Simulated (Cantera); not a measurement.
An isothermal, constant-pressure homogeneous reactor starts with 0.980 % H₂, 99.0 % O₂, equivalence ratio 0.0050, at 973 K and 190 Pa.

Computed with Cantera and the H2/O2 subset of GRI-Mech 3.0, which has no nitrogen chemistry. Radical loss at walls, strong at low pressure, is not modelled.

x: mole fraction; the columns are a selection and need not sum to one.

| t (s) | x H₂ | x O₂ | x O | x H₂O₂ | x OH |
|---|---|---|---|---|---|
| 8.00e-6 | 0.00980 | 0.990 | <1e-12 | <1e-12 | <1e-12 |
| 4.86e-5 | 0.00980 | 0.990 | <1e-12 | <1e-12 | <1e-12 |
| 0.000295 | 0.00980 | 0.990 | <1e-12 | <1e-12 | <1e-12 |
| 0.00179 | 0.00980 | 0.990 | 5.90e-12 | <1e-12 | 5.24e-12 |
| 0.0109 | 0.00980 | 0.990 | 1.26e-10 | <1e-12 | 7.69e-11 |
| 0.0661 | 0.00980 | 0.990 | [?] | <1e-12 | 7.15e-8 |
| 0.402 | 5.03e-5 | 0.983 | [?] | 2.60e-9 | 0.000333 |
| 2.44 | 2.16e-5 | 0.986 | [?] | 2.41e-9 | 0.000221 |
| 14.8 | 2.42e-6 | 0.990 | [?] | 2.18e-9 | 7.44e-5 |
| 90.0 | 9.69e-8 | 0.990 | [?] | 1.02e-9 | 1.52e-5 |

Task: Complete the blanks.

Result: 
- 0.0661, x O: 1.40e-7
- 0.402, x O: 0.00709
- 2.44, x O: 0.00349
- 14.8, x O: 0.000394
- 90.0, x O: 1.64e-5
